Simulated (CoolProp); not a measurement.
Tetrahydrofuran along the isobar 4.85 bar: Z from the reference equation and from simpler models built on Tc = 540.2 K, pc = 53.04 bar, ω = 0.234; each cubic takes its own stable root.

Model: reference Helmholtz-energy equation of state, Fiedler 2023, in CoolProp.

```json
[
 {"T (K)": "223.4", "phase": "liquid", "reference": "0.01957"},
 {"T (K)": "242.3", "phase": "liquid", "reference": "0.01842"},
 {"T (K)": "261.1", "phase": "liquid", "reference": "0.01746"},
 {"T (K)": "279.9", "phase": "liquid", "reference": "0.01666"},
 {"T (K)": "298.7", "phase": "liquid", "reference": "0.01597"},
 {"T (K)": "317.5", "phase": "liquid", "reference": "0.01539"},
 {"T (K)": "336.3", "phase": "liquid", "reference": "0.01490"},
 {"T (K)": "355.1", "phase": "liquid", "reference": "0.01449"},
 {"T (K)": "373.9", "phase": "liquid", "reference": "0.01416"},
 {"T (K)": "392.7", "phase": "liquid", "reference": "0.01391"},
 {"T (K)": "411.5", "phase": "gas", "reference": "0.9212"},
 {"T (K)": "430.3", "phase": "gas", "reference": "0.9322"}
]
```

Problem. How far does each simpler model (van der Waals, Redlich-Kwong) lie from the reference over these 12 states: mean and median of the absolute difference, and the worst?

Solution. 
- van der Waals: mean 2150.0 %, median 63.8 %, worst +6652.7 % at 392.7 K and 4.85 bar
- Redlich-Kwong: mean 550.1 %, median 10.3 %, worst +6504.6 % at 392.7 K and 4.85 bar

At some of these states van der Waals, Redlich-Kwong gives the other phase, because its saturation line lies elsewhere.
